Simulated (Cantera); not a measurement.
Feed: 1 mol MgO, 67 mol HCl, 3.2 mol H2, at 925 K and 0.0133 bar.

These are equilibrium values from Cantera (NASA tables, ideal gas, pure condensed phases), not measurements of a reactor. Candidate condensed phases: H2O, Mg, MgCl2, MgO, Mg(OH)2; 22 gas species. Condensed phases not in the tables: MgOHCl. Equilibrium is a limit: real reactors are often held back by kinetics, nucleation or transport.

Base state: HCl 0.950, H2 0.0456, H2O 0.00268, MgCl2 0.00152 (mole fractions); condensed: MgCl2(s) + MgO(s).

Problem. What changes in the equilibrium state with this change: temperature from 925 K to 975 K?

Solution. 
```csv
species,before,after
HCl,0.950,0.948
H2,0.0456,0.0456
MgCl2,0.00152,0.00327
H2O,0.00268,0.00327
"MgCl2(s), mol",0.0807,0
"MgO(s), mol",0.812,0.770
```
